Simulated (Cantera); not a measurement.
A perfectly stirred reactor is fed with 0.725 % H₂, 99.3 % O₂, equivalence ratio 0.0037, at 20.0 Torr; it is held at 1400 K, and followed from long to short residence time.

Model: GRI-Mech 3.0 (53 species, 325 reactions), integrated in Cantera. Radical loss at walls, strong at low pressure, is not modelled.

x: mole fraction; the columns are a selection and need not sum to one.

```tsv
τ (s)	x H₂	x O₂	x O	x HO₂	x H₂O
3.5	6.79e-6	0.992	0.000719	1.67e-7	0.00709
0.91	1.47e-5	0.991	0.00158	2.75e-7	0.00699
0.24	3.14e-5	0.989	0.00302	4.06e-7	0.00686
0.062	7.27e-5	0.988	0.00465	5.31e-7	0.00669
0.016	[?]	0.987	0.00555	[?]	0.00644
0.0043	[?]	0.987	0.00542	[?]	[?]
0.0011	0.00195	0.988	0.00410	8.99e-7	0.00438
```

**Question.** What belongs in the gaps?

**Answer.** 
- 0.016, x H₂: 0.000200
- 0.016, x HO₂: 6.42e-7
- 0.0043, x H₂: 0.000609
- 0.0043, x HO₂: 7.74e-7
- 0.0043, x H₂O: 0.00587
